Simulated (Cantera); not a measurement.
An adiabatic, constant-volume homogeneous reactor starts with 5.81 % CO, 5.52 % H₂, 6.79 % O₂, 81.9 % N₂, equivalence ratio 0.83, at 1625 K and 760 Torr.

Detailed kinetics in Cantera: GRI-Mech 3.0 (53 species, 325 reactions).

x: mole fraction; the columns are a selection and need not sum to one.

```
t (s)     T (K)  P (bar)    x CO     x H₂    x O₂     x N₂O      x O
--------  -----  -------  ------  -------  ------  --------  -------
6.00e-6    1625     1.01  0.0581   0.0552  0.0679  6.26e-12  1.03e-6
1.98e-5    1628     1.02  0.0577   0.0489  0.0647         …  0.00106
6.52e-5    1861     1.15  0.0332  0.00782  0.0282         …   0.0148
0.000215   2172     1.31  0.0256  0.00598  0.0236         …  0.00778
0.000709   2403     1.43  0.0164  0.00311  0.0190         …  0.00281
0.00234    2485     1.48  0.0114  0.00199  0.0163   4.01e-7  0.00148
0.00770    2484     1.47  0.0113  0.00196  0.0153   4.05e-7  0.00137
0.0254     2478     1.47  0.0113  0.00198  0.0142   4.15e-7  0.00129
0.0837     2477     1.47  0.0113  0.00198  0.0140   4.19e-7  0.00127
0.276      2477     1.47  0.0113  0.00198  0.0140   4.19e-7  0.00127
0.910      2477     1.47  0.0113  0.00198  0.0140   4.19e-7  0.00127
3.00       2477     1.47  0.0113  0.00198  0.0140   4.19e-7  0.00127
```

Q: Some entries are withheld; supply them.

A: 
- 1.98e-5, x N₂O: 3.91e-9
- 6.52e-5, x N₂O: 1.44e-7
- 0.000215, x N₂O: 2.06e-7
- 0.000709, x N₂O: 3.32e-7
